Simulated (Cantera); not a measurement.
Feed: 1 mol Fe, 0.37 mol HCl, 1.1 mol H₂, at 23.0 mbar.

Method: chemical equilibrium by Gibbs-energy minimisation in Cantera with the NASA 1993 tables (ideal gas, pure condensed phases). Candidate condensed phases: Fe, FeCl₂, FeCl₃; 11 gas species. Equilibrium is a limit: real reactors are often held back by kinetics, nucleation or transport.

Problem. What share of the Fe ends up in condensed phases as a function of T (K), at 950, 1025, 1100, 1175, 1250, 1325, 1400, 1475, 1550, 1625?

Solution. 
| T (K) | Fe condensed (%) | as |
|---|---|---|
| 950 | 98.6 | Fe(α) |
| 1025 | 98.1 | Fe(α) |
| 1100 | 97.5 | Fe(α) |
| 1175 | 97.0 | Fe(α) |
| 1250 | 96.5 | Fe(γ) |
| 1325 | 96.1 | Fe(γ) |
| 1400 | 95.7 | Fe(γ) |
| 1475 | 95.3 | Fe(γ) |
| 1550 | 94.9 | Fe(γ) |
| 1625 | 94.6 | Fe(γ) |
